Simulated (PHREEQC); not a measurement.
Synthetic water in mg/L, 45 °C, pH 2.02, pe 9.8:

```csv
constituent,mg/L
Na,134
K,0.000967
Ca,544
Mg,26.5
Cl,278
S(6) as SO4,2290
Br,1.82
Cu(2),1.17
Al,1.98
```

Valence states are taken as typed.

Model: ion-association model, phreeqc.dat, run in PHREEQC.

Each row changes one thing in this solution. This is a speciation only: nothing precipitates in the calculation.

```
case                                               ionic strength (mol/kgw)  SO4-2 (mol/kgw)  Ca+2 (mol/kgw)  HSO4- (mol/kgw)  Mg+2 (mol/kgw)  Cu+2 (mol/kgw)  SI of Gypsum (CaSO4:2H2O)  SI of Halite (NaCl)
-------------------------------------------------  ------------------------  ---------------  --------------  ---------------  --------------  --------------  -------------------------  -------------------
as made                                                              0.0583           0.0106         0.00939          0.00838        0.000616         1.24e-5                      -0.12                -6.12
K from 0.000967 to 0.00193 mg/L                                      0.0583           0.0106         0.00939          0.00838        0.000616         1.24e-5                      -0.12                -6.12
temperature from 45 to 80 °C at the same typed pH                    0.0540       (withheld)          0.0100       (withheld)        0.000571         1.30e-5                      -0.19                -6.15
```

Complete the blanks.


- temperature from 45 to 80 °C at the same typed pH, SO4-2 (mol/kgw): 0.00661
- temperature from 45 to 80 °C at the same typed pH, HSO4- (mol/kgw): 0.0130

At this temperature some constants are extrapolated from 25 °C, and those without enthalpy data are left unchanged.
